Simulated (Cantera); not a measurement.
Input: 1 mol Si, 0.59 mol Cl₂, 12 mol N₂, at 21.0 Pa.

Equilibrium computed with Cantera from the NASA thermochemical tables; the gas is ideal and each condensed phase is pure. Candidate condensed phases: Si, Si₃N₄; 13 gas species. N₂ is the only nitrogen source here; it is nearly inert below about 1500 K, so the nitride shown seldom forms there in practice. Kinetics and transport are ignored.

Task: Which condensed phases are stable at each of these points (T (K)): 698, 848, 998, 1148, 1298, 1448, 1598, 1748?

Result: 
```csv
T (K),condensed phases,Si condensed (%)
698,Si₃N₄(s),70.5
848,Si₃N₄(s),70.5
998,Si₃N₄(s),70.4
1148,Si₃N₄(s),68.2
1298,Si₃N₄(s),48.6
1448,Si₃N₄(s),41.5
1598,Si(s),40.5
1748,Si(l),31.8
```

From 698 K to 1448 K the condensed part is Si₃N₄(s). At 1598 K the condensed part is Si(s). At 1748 K the condensed part is Si(l).
